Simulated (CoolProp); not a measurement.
Vapour-liquid equilibrium of R142b (1) + R113 (2) at 310 K; x and y are mole fractions of (1).

Values from CoolProp's multi-fluid Helmholtz-energy mixture model, Lemmon 2006 and Marx 1992; pair parameters Bell 2016.

```
x     bubble pressure (kPa)  y at the bubble point  dew pressure at overall composition x (kPa)  liquid density (mol/L)
----  ---------------------  ---------------------  -------------------------------------------  ----------------------
0.05                  96.11                  0.299                                        73.32                   8.290
0.2                     ___                  0.649                                        85.55                   8.604
0.35                  233.2                    ___                                        102.6                   8.939
0.5                   291.7                    ___                                        127.9                     ___
0.65                    ___                    ___                                        169.1                   9.688
0.8                   401.3                  0.949                                        245.3                   10.11
0.95                  458.6                  0.987                                        402.6                   10.58
```

**Question.** Complete the blanks.

**Answer.** 
- 0.2, bubble pressure (kPa): 168.7
- 0.35, y at the bubble point: 0.782
- 0.5, y at the bubble point: 0.856
- 0.5, liquid density (mol/L): 9.298
- 0.65, bubble pressure (kPa): 346.8
- 0.65, y at the bubble point: 0.908

No azeotrope shows between x = 0.05 and 0.95.

The pair parameters rest on a limited set of measurements; away from them the model extrapolates.
